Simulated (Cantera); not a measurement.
# Metals in furnace atmospheres: Pb + H2S + H2

Feed: 1 mol Pb, 0.0049 mol H2S, a varied amount of H2, at 1.00 bar.

Method: chemical equilibrium by Gibbs-energy minimisation in Cantera with the NASA 1993 tables (ideal gas, pure condensed phases). Candidate condensed phases: Pb, PbS, S; 10 gas species. Rates play no part.

Stable condensed phases:

```
T in °C \ n(H2) in mol
         6.6   9  12  17  23  32  44  60  82 110 150 210
   1725    A   A   A   A   A   A   A   A   A   A   A   A
   1675    A   A   A   A   A   A   A   A   A   A   A   A
   1625    A   A   A   A   A   A   A   A   A   A   A   A
   1575    A   A   A   A   A   A   A   A   A   A   A   A
   1525    A   A   A   A   A   A   A   A   A   A   A   A
   1475    A   A   A   A   A   A   A   A   A   A   A   A
   1425    A   A   A   A   A   A   A   A   A   A   A   A
   1375    B   B   A   A   A   A   A   A   A   A   A   A
   1325    B   B   B   A   A   A   A   A   A   A   A   A
   1275    B   B   B   B   B   A   A   A   A   A   A   A
   1225    B   B   B   B   B   B   A   A   A   A   A   A
   1175    B   B   B   B   B   B   B   B   A   A   A   A
   1125    B   B   B   B   B   B   B   B   B   B   A   A
   1075    B   B   B   B   B   B   B   B   B   B   B   A
```

A: gas only; B: Pb.
